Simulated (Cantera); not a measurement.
An isothermal, constant-pressure homogeneous reactor starts with C₂H₆ : N₂ = 1 : 2.2 (molar parts), at 1525 K and 13300 Pa.

Detailed kinetics in Cantera: GRI-Mech 3.0 (53 species, 325 reactions). GRI-Mech 3.0 stops at C3 and has no aromatics, soot or wall deposition, so with more carbon than oxygen in the feed, carbon stays in small species such as C2H2 where larger ones or solid carbon would form.

One state of this run: x C₂H₆ = 2.41e-5; x H = 2.27e-5; x C₂H₂ = 0.164; x HCN = 6.17e-8; x C₂H₄ = 0.00264; x CH₄ = 0.0834; x CH₃ = 0.000132. x: mole fraction; the columns are a selection and need not sum to one.

### Question
Which value of t (s) does it belong to?
(A) 0.00181
(B) 0.0148
(C) 0.121
(D) 0.000900

### Answer
C, 0.121
